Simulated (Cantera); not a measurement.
What does this Cantera script print?

```python
import numpy as np
import cantera as ct

gas = ct.Solution("gri30.yaml")
gas.TPX = 425, 100000, {'CH4': 1, 'C2H6': 0.97, 'C3H8': 0.042, 'O2': 3.74, 'N2': 9.72, 'H2O': 2.3}
flame = ct.FreeFlame(gas, width=0.04)
flame.set_refine_criteria(ratio=3, slope=0.08, curve=0.16)
flame.transport_model = "mixture-averaged"
flame.solve(loglevel=0, auto=True)
flame.transport_model = "multicomponent"
flame.soret_enabled = False
flame.solve(loglevel=0, refine_grid=True)
z, T = flame.grid, flame.T
thick = (T[-1] - T[0]) / np.gradient(T, z).max()
show = ['CH4', 'C2H6', 'C3H8', 'CH2', 'CH2O', 'NO2']
print(f"laminar burning velocity  {flame.velocity[0] * 100:.3f} cm/s")
print(f"burnt temperature         {T[-1]:.1f} K")
print(f"thermal thickness         {thick * 1e3:.4f} mm")
print(f"grid points               {len(z)}")
z0 = z[flame.heat_release_rate.argmax()]
print(f"{'z/mm':>9s}{'T/K':>9s}{'u/(m/s)':>9s}" + "".join(f"{s:>11s}" for s in show))
rows = []
for k in (-3, -2, -1.5, -1, -0.5, -0.25, 0, 0.25, 0.5, 1, 2, 4, 8):
    zz = z0 + k * thick
    rows.append([k * thick, np.interp(zz, z, T), np.interp(zz, z, flame.velocity),
                 *(np.interp(zz, z, flame.X[gas.species_index(s)]) for s in show)])
    print(f"{rows[-1][0] * 1e3:9.3f}{rows[-1][1]:9.1f}{rows[-1][2]:9.3f}" + "".join(f"{x:11.3e}" for x in rows[-1][3:]))
```

Output:

```
laminar burning velocity  43.198 cm/s
burnt temperature         2109.7 K
thermal thickness         0.5727 mm
grid points               147
     z/mm      T/K  u/(m/s)        CH4       C2H6       C3H8        CH2       CH2O        NO2
   -1.718    425.2    0.433  5.609e-02  5.443e-02  2.357e-03 -4.918e-20  7.101e-08  1.495e-10
   -1.145    428.4    0.439  5.567e-02  5.409e-02  2.343e-03 -4.779e-18  1.816e-06  3.265e-09
   -0.859    441.8    0.457  5.495e-02  5.359e-02  2.325e-03  8.042e-17  1.298e-05  2.054e-08
   -0.573    543.1    0.573  5.196e-02  5.142e-02  2.267e-03  7.962e-15  1.738e-04  2.039e-07
   -0.286   1019.8    1.123  3.939e-02  3.433e-02  1.729e-03  1.511e-08  1.663e-03  5.499e-07
   -0.143   1425.2    1.618  2.691e-02  1.297e-02  6.806e-04  2.554e-06  1.807e-03  1.056e-07
    0.000   1785.1    2.074  1.153e-02  7.824e-04  1.298e-05  4.602e-05  5.391e-04  5.327e-09
    0.143   1969.2    2.299  3.157e-03  1.694e-05  1.390e-08  6.052e-05  1.619e-04  9.013e-10
    0.286   2036.7    2.376  1.009e-03  1.409e-06  2.625e-10  3.106e-05  5.799e-05  4.164e-10
    0.573   2074.4    2.413  2.265e-04  5.518e-08  2.101e-12  7.026e-06  1.152e-05  3.068e-10
    1.145   2089.8    2.427  4.301e-05  1.408e-09  8.804e-15  9.716e-07  1.635e-06  3.523e-10
    2.291   2097.2    2.434  5.693e-06  1.835e-11  2.884e-17  8.632e-08  1.612e-07  4.126e-10
    4.581   2102.9    2.440  4.010e-07  6.373e-14 -1.168e-18  3.672e-09  1.120e-08  4.441e-10
```

Computed with Cantera and GRI-Mech 3.0 (53 species, 325 reactions). Burning velocities carry a grid error of a few per cent, more on coarse grids.
